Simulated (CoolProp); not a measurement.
A Linde-Hampson liquefier for dry air: isothermal reversible compression at 250 K from 1 atm to 10 MPa, throttling to 1 atm, return gas leaving the recuperator 2 K below the feed. Each further row changes one setting.

The numbers come from the reference Helmholtz-energy equation of state, Lemmon 2000 in CoolProp. It is a pseudo-pure fit of the blend.

```json
[
 {"case": "as stated", "liquid yield per pass": "0.076", "compression work (kJ/kg of gas)": "324"},
 {"case": "high pressure 20 MPa", "liquid yield per pass": "0.133", "compression work (kJ/kg of gas)": "371"},
 {"case": "warm-end temperature 280 K", "liquid yield per pass": "0.053", "compression work (kJ/kg of gas)": "366"},
 {"case": "warm-end gap 7 K", "liquid yield per pass": "0.063", "compression work (kJ/kg of gas)": "324"}
]
```
